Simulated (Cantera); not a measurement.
## Thermodynamics of fluorocarbon and chlorocarbon gases, feed c-C₄F₈ + H₂

Input: 1 mol c-C₄F₈, a varied amount of H₂, at 7.50 Torr.

Cantera equilibrium calculation (NASA polynomials, part measured and part estimated; ideal gas, pure solids and liquids). Candidate condensed phases: C, C₆H₆, C₇H₈, C₈H₁₈; 95 gas species. The feed counts by its element totals alone. The numbers say what is thermodynamically allowed, not how fast it happens.

Stable condensed phases:

```
T in K \ n(H₂) in mol
         0.73  1.2    2  3.4  5.6  9.4   16
   3300     A    A    A    A    A    A    A
   3250     A    A    A    A    A    A    A
   3200     A    A    A    A    A    A    A
   3150     A    A    A    A    A    A    A
   3100     B    B    B    B    A    A    A
   3050     B    B    B    B    B    B    A
   3000     B    B    B    B    B    B    A
   2950     B    B    B    B    B    B    B
   2900     B    B    B    B    B    B    B
   2850     B    B    B    B    B    B    B
   2800     B    B    B    B    B    B    B
```

A: gas only; B: C.
